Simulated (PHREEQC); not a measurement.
Dissolve 68 mmol/kgw H3AsO4 and 14 mmol/kgw FeCl3 at 20 °C. Closed to the air; pH follows from the charge balance.

The numbers come from PHREEQC with the ion-association model, wateq4f.dat.

This is a speciation only: nothing precipitates in the calculation.

Problem. What pH does the model give?

Solution. pH 1.76.

Problem. In which forms is As present?

Solution. H3AsO4 72 %, H2AsO4- 28 % of the As.

The solution is supersaturated, for example in Scorodite, Hematite (slow to form), so a real one may precipitate; this is no full list. Complexes and solids missing from the database can't appear. The database's scorodite may be far more soluble than the real mineral, and it has no iron arsenate complexes; the constant wasn't checked at its source.
